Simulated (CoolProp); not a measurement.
500 sccm (0 °C, 1 atm) of nitrogen bubbles through liquid octamethyltrisiloxane (MDM) at 311.6 K and leaves saturated at a total pressure of 0.00868 MPa (ideal gas phase). Each further row changes one setting.

Values from CoolProp's reference Helmholtz-energy equation of state, Thol 2017.

```csv
case,vapour pressure (kPa),mole fraction of vapour,delivery (mg/min),delivery (sccm),change of delivery for a bath 1 K warmer (%)
as stated,1.15,0.132,804,76.2,7.0
bath temperature 316.6 K,1.53,0.176,1130,107,7.1
total pressure 0.0174 MPa,1.15,0.0660,373,35.3,6.4
```
